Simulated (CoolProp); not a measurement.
Aqueous potassium formate as a coolant, at -6 °C, 1 atm.

Computed with CoolProp (Melinder's fits for secondary coolants).

```json
[
 {"mass %": "16", "freezing point (°C)": "-8.7", "viscosity (mPa s)": "2.55", "cp (kJ/(kg K))": "3.574", "Prandtl number": "17.1", "density (kg/m³)": "1103"},
 {"mass %": "20.4", "freezing point (°C)": "-11.9", "viscosity (mPa s)": "2.72", "cp (kJ/(kg K))": "3.412", "Prandtl number": "17.6", "density (kg/m³)": "1132"},
 {"mass %": "24.8", "freezing point (°C)": "-15.8", "viscosity (mPa s)": "2.92", "cp (kJ/(kg K))": "3.261", "Prandtl number": "18.4", "density (kg/m³)": "1162"},
 {"mass %": "29.2", "freezing point (°C)": "-20.3", "viscosity (mPa s)": "3.15", "cp (kJ/(kg K))": "3.122", "Prandtl number": "19.3", "density (kg/m³)": "1193"},
 {"mass %": "33.6", "freezing point (°C)": "-25.6", "viscosity (mPa s)": "3.39", "cp (kJ/(kg K))": "2.995", "Prandtl number": "20.3", "density (kg/m³)": "1225"},
 {"mass %": "38", "freezing point (°C)": "-31.8", "viscosity (mPa s)": "3.67", "cp (kJ/(kg K))": "2.881", "Prandtl number": "21.5", "density (kg/m³)": "1257"},
 {"mass %": "42.3", "freezing point (°C)": "-38.9", "viscosity (mPa s)": "4.08", "cp (kJ/(kg K))": "2.777", "Prandtl number": "23.6", "density (kg/m³)": "1290"},
 {"mass %": "46.7", "freezing point (°C)": "-47.3", "viscosity (mPa s)": "4.89", "cp (kJ/(kg K))": "2.675", "Prandtl number": "27.9", "density (kg/m³)": "1326"}
]
```
